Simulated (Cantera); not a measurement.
Feed: 1 mol SiC, 3.9 mol N2O, 56 mol H2, equilibrated at 2200 K and 10.0 mbar.

These are equilibrium values from Cantera (NASA tables, ideal gas, pure condensed phases), not measurements of a reactor. Candidate condensed phases: C, C6H6, C7H8, C8H18, H2O, Si, SiC, SiO2, Si2N2O, Si3N4; 151 gas species. Equilibrium is a limit: real reactors are often held back by kinetics, nucleation or transport.

Base state: H2 0.826, N2 0.0614, H 0.0512, H2O 0.0295, SiO 0.0157, CO 0.0156, OH 0.000255, CO2 0.000106 (mole fractions); condensed: gas only.

What changes in the equilibrium state with this change: temperature from 2200 K to 900 K?


```json
[
 {"species": "H2", "before": "0.826", "after": "0.905"},
 {"species": "N2", "before": "0.0614", "after": "0.0640"},
 {"species": "CO", "before": "0.0156", "after": "0.0158"},
 {"species": "H", "before": "0.0512", "after": "1.11e-9"},
 {"species": "SiO", "before": "0.0157", "after": "<1e-9"},
 {"species": "H2O", "before": "0.0295", "after": "0.0143"},
 {"species": "OH", "before": "0.000255", "after": "<1e-9"},
 {"species": "CH4", "before": "<1e-9", "after": "6.22e-5"},
 {"species": "SiO2(β-quartz), mol", "before": "0", "after": "1.00"}
]
```
